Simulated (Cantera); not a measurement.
Mixture: H₂ : O₂ : N₂ = 1 : 0.312 : 2.06 (molar parts), at 1.01 bar, adiabatic and at constant pressure. Ignition delay is the time to a rise of 400 K.

Computed with Cantera and the H2/O2 subset of GRI-Mech 3.0, which has no nitrogen chemistry. Where the delays flatten at high temperature, the 400 K rule measures the pace of heat release, not the induction time.

Task: What does this change do: pressure from 1.01 bar to 5.00 bar?

Result: 
```tsv
quantity	before	after
delay at 1175 K	80.6 µs	33.6 µs
delay at 1325 K	43.0 µs	8.52 µs
delay at 1475 K	31.6 µs	4.59 µs
delay at 1625 K	29.1 µs	3.16 µs
delay at 1775 K	30.9 µs	2.58 µs
```
The hydrogen kinetics of GRI-Mech 3.0 are dated; newer H2 mechanisms differ, most at raised pressure.
